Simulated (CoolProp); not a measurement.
Saturated liquid density (kg/m³) of carbon monoxide: the reference equation beside estimates from Tc = 132.9 K, pc = 3.498 MPa, ω = 0.050. Rackett uses Z = 0.29056 − 0.08775 ω.

Values from CoolProp's reference Helmholtz-energy equation of state, Lemmon 2006. It is a short technical equation, of lower accuracy than the large ones.

```tsv
T (K)	reference	Rackett	van der Waals	Redlich-Kwong
82.7	788.6	799.1	538.3	790.1
88.6	761.9	(withheld)	520.5	759.1
94.5	733.6	745.2	(withheld)	(withheld)
100.4	703.3	715.3	480.3	(withheld)
106.3	670.1	682.8	457.1	645.9
112.2	633.1	(withheld)	431.0	598.8
118.1	(withheld)	604.3	400.5	544.1
123.9	538.2	553.0	363.8	478.8
```

Q: Some entries are withheld; supply them.

A: 
- 88.6, Rackett: 773.0
- 94.5, van der Waals: 501.3
- 94.5, Redlich-Kwong: 725.1
- 100.4, Redlich-Kwong: 687.6
- 112.2, Rackett: 646.4
- 118.1, reference: 590.2

Absolute difference from the reference over all 8 rows, mean and median: Rackett 1.9 and 1.8 %, van der Waals 31.9 and 31.8 %, Redlich-Kwong 4.0 and 2.9 %.
